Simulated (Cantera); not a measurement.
What does this Cantera script print?

```python
import numpy as np
import cantera as ct

gas_names = [...]  # 123 gases of nasa_gas.yaml made of C, H, O, Si
cond_names = """
    C(gr) C6H6(L) C7H8(L) C8H18(L),n-octa H2O(s) H2O(L) Si(cr) Si(L) SiC(b) SiO2(Lqz) SiO2(hqz) SiO2(L)
""".split()


# ... load() reads the species with a 1 bar reference pressure and builds the phases ...
atoms = {
    'HMDSO': {'Si': 2, 'C': 6, 'H': 18, 'O': 1},
    'O3': {'O': 3},
}
top_T = {'C(gr)': 4500, 'SiC(b)': 3050}  # K; cautious upper limits of use, not melting points


# ... equilibrate(T, P, feed) seeds the gas with the atoms and calls Mixture.equilibrate('TP', solver="vcs", rtol=1e-11, max_steps=5000) ...
results = []
feed = {'HMDSO': 1, 'O3': 2.7}  # mol
T = 923  # K
P = 6000  # Pa
mix = equilibrate(T, P, feed)
results.append((T, P, feed, dict(zip(mix.species_names, mix.species_moles))))
x = sorted(zip(gas.X, gas.species_names), reverse=True)
print(f"T = {T:g} K  P = {P:g} Pa  gas = {mix.phase_moles(0):.4g} mol")
print("   x: " + "  ".join(f"{s} {v:.3e}" for v, s in x if v > 1e-06))
print("   condensed (mol): " + ("  ".join(f"{mix.phase(i).name} {mix.phase_moles(i):.4g}"
      for i in range(1, mix.n_phases) if mix.phase_moles(i) > 1e-12) or "none"))
```

Output:

```
T = 923 K  P = 6000 Pa  gas = 13.51 mol
   x: H2 6.362e-01  CO 3.200e-01  CO2 1.938e-02  H2O 1.886e-02  CH4 5.648e-03
   condensed (mol): C(gr) 1.34  SiO2(hqz) 2
```

These are equilibrium values from Cantera (NASA tables, ideal gas, pure condensed phases), not measurements of a reactor. The feed counts by its element totals alone.
